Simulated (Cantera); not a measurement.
A perfectly stirred reactor is fed with CH₄ : C₂H₆ : C₃H₈ : O₂ : N₂ = 1 : 0.053 : 0.27 : 6.55 : 24.6 (molar parts), equivalence ratio 0.54, at 2180 Torr; it is adiabatic with a 675 K inlet, and is followed from long to short residence time, starting on the burning branch (τ in s: 0.13, 0.035, 0.0095, 0.0026, 0.00071, 0.00019, 5.3e-05, 1.5e-05, 4e-06).

Computed with Cantera and GRI-Mech 3.0 (53 species, 325 reactions). GRI-Mech 3.0 was tuned for natural gas; its chemistry of propane as a main component is partial and can be far from experiment.

Question: What does this change do: pressure from 2180 Torr to 368 Torr?

Answer: 
```tsv
quantity	before	after
blow-out, bracketed by the residence times tried	burning at 0.190 ms, out at 53.0 µs	burning at 0.190 ms, out at 53.0 µs
x(CH₄) at τ = 0.130 s	2.28e-6	4.19e-6
x(C₂H₆) at τ = 0.130 s	2.31e-8	4.95e-8
x(C₃H₈) at τ = 0.130 s	1.07e-7	2.44e-7
x(C₂H₄) at τ = 0.130 s	6.00e-7	1.03e-6
x(CO₂) at τ = 0.130 s	0.0583	0.0578
x(CH₄) at τ = 0.710 ms	8.25e-5	0.000174
x(C₂H₆) at τ = 0.710 ms	1.13e-6	2.30e-6
x(C₃H₈) at τ = 0.710 ms	5.68e-6	1.05e-5
x(C₂H₄) at τ = 0.710 ms	1.75e-5	2.00e-5
x(CO₂) at τ = 0.710 ms	0.0540	0.0457
```

Question: What does this change do: N2 24.6 to 18 parts?

Answer: 
```tsv
quantity	before	after
blow-out, bracketed by the residence times tried	burning at 0.190 ms, out at 53.0 µs	burning at 53.0 µs, out at 15.0 µs
x(CH₄) at τ = 0.130 s	2.28e-6	6.85e-7
x(C₂H₆) at τ = 0.130 s	2.31e-8	5.90e-9
x(C₃H₈) at τ = 0.130 s	1.07e-7	3.17e-8
x(C₂H₄) at τ = 0.130 s	6.00e-7	1.65e-7
x(CO₂) at τ = 0.130 s	0.0583	0.0727
x(CH₄) at τ = 0.710 ms	8.25e-5	4.68e-5
x(C₂H₆) at τ = 0.710 ms	1.13e-6	5.79e-7
x(C₃H₈) at τ = 0.710 ms	5.68e-6	2.98e-6
x(C₂H₄) at τ = 0.710 ms	1.75e-5	1.00e-5
x(CO₂) at τ = 0.710 ms	0.0540	0.0687
```
